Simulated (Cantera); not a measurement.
Standard-state values (1 bar) from the NASA 1993 polynomials, evaluated with Cantera. Values are per mole of reaction as written; species without (g) are pure solids or liquids, kept so even where they would boil at 1 bar.

### Question
Between 973 and 2973 K, where is each reaction favourable under standard conditions?
- 2 Nb + 3 H2O(g) + N2O(g) ⇌ 2 NH3(g) + 2 NbO2(g)

### Answer
- 2 Nb + 3 H2O(g) + N2O(g) ⇌ 2 NH3(g) + 2 NbO2(g): ΔG° is 92 kJ at 973 K and 19 kJ at 2973 K; it stays positive (K < 1). ΔH° is 40 kJ and ΔS° 7 J/K at 2973 K.
